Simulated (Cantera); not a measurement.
# Ignition delay

Mixture: 38.7 % H2, 12.9 % O2, 48.4 % N2, at 3200000 Pa, adiabatic and at constant pressure. Ignition delay is the time to a rise of 400 K.

Computed with Cantera and the H2/O2 subset of GRI-Mech 3.0, which has no nitrogen chemistry. The hydrogen kinetics of GRI-Mech 3.0 are dated; newer H2 mechanisms differ, most at raised pressure. The pressure lies above the range GRI-Mech 3.0 was tuned for (to about 10 atm).

```csv
T0 (K),delay (ms)
1275,0.0278
1325,0.0121
1375,0.00501
1425,0.00208
1475,0.00104
1525,0.000656
1575,0.000475
```

| Quantity | Value |
|---|---|
| apparent activation energy between 1475 and 1575 K | 150 kJ/mol |
